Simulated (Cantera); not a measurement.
An isothermal, constant-pressure homogeneous reactor starts with 68.5 % CH4, 31.5 % CO2, at 1800 K and 0.987 atm.

Detailed kinetics in Cantera: GRI-Mech 3.0 (53 species, 325 reactions). GRI-Mech 3.0 stops at C3 and has no aromatics, soot or wall deposition, so with more carbon than oxygen in the feed, carbon stays in small species such as C2H2 where larger ones or solid carbon would form.

x: mole fraction; the columns are a selection and need not sum to one.

| t (s) | x CH4 | x CO2 | x H | x C2H6 | x CH2CO |
|---|---|---|---|---|---|
| 2.00e-6 | 0.685 | 0.315 | 2.26e-6 | ? | <1e-12 |
| 1.18e-5 | 0.683 | 0.315 | 2.94e-6 | ? | 1.07e-11 |
| 7.00e-5 | 0.667 | 0.313 | 1.18e-5 | ? | 4.46e-9 |
| 0.000414 | 0.506 | 0.284 | 7.42e-5 | ? | 1.71e-6 |
| 0.00245 | 0.220 | 0.182 | 0.000158 | ? | 2.83e-5 |
| 0.0145 | 0.0482 | 0.0336 | 0.000224 | ? | 7.83e-5 |
| 0.0857 | 0.0202 | 0.0116 | 0.000260 | ? | 3.67e-5 |
| 0.507 | 0.0102 | 0.00194 | 0.000273 | ? | 4.25e-6 |
| 3.00 | 0.00766 | 8.85e-7 | 0.000276 | ? | 5.82e-7 |

Task: Fill in the missing entries.

Result: 
- 2.00e-6, x C2H6: 3.01e-7
- 1.18e-5, x C2H6: 5.19e-5
- 7.00e-5, x C2H6: 0.00190
- 0.000414, x C2H6: 0.00281
- 0.00245, x C2H6: 0.000428
- 0.0145, x C2H6: 3.01e-5
- 0.0857, x C2H6: 5.26e-6
- 0.507, x C2H6: 1.39e-6
- 3.00, x C2H6: 9.07e-7
